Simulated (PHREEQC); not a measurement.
Consider water at 25 °C with 20 mmol/kgw HBr, 4 mmol/kgw NiCl2 and 30 mmol/kgw MnSO4. Closed to the air; pH follows from the charge balance.

Model: ion-association model, wateq4f.dat, run in PHREEQC.

```tsv
quantity	before	after
pH	1.97	1.98
ionic strength (mol/kgw)	0.102	0.0961
Mn+2 (mol/kgw)	0.0218	0.0216
SO4-2 (mol/kgw)	0.0140	0.0145
MnSO4 (mol/kgw)	0.00789	0.00831
Cl- (mol/kgw)	0.00771	0.00386
```

Q: Which change was made?
A) NiCl2 replaced by SrCl2 at the same molality
B) NiCl2 replaced by (CH3)4NCl at the same molality
C) 0.007 mol/kgw Na2SO4 added
D) HBr from 0.02 to 0.004 mol/kgw
E) temperature from 25 to 90 °C

A: B, NiCl2 replaced by (CH3)4NCl at the same molality

Precipitation was switched off in this run.
